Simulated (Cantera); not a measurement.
**Carbothermic reduction: CuO + CH4 + H2**

Charge: 1 mol CuO, 5.8 mol CH4, 9.2 mol H2, at 1623 K and 0.0100 bar.

These are equilibrium values from Cantera (NASA tables, ideal gas, pure condensed phases), not measurements of a reactor. Candidate condensed phases: C, C6H6, C7H8, C8H18, Cu, CuO, Cu(OH)2, Cu2O, H2O; 113 gas species. Equilibrium is a limit: real reactors are often held back by kinetics, nucleation or transport.

x(H2): 0.948
x(CO): 0.0456
x(Cu): 0.00555
x(H): 0.000673
x(C2H2 (acetylene)): 3.30e-5
x(CH4): 1.33e-5
x(Cu2): 4.51e-6
n(C(graphite)): 4.80 mol
n(Cu(l)): 0.878 mol
gas amount: 21.93 mol
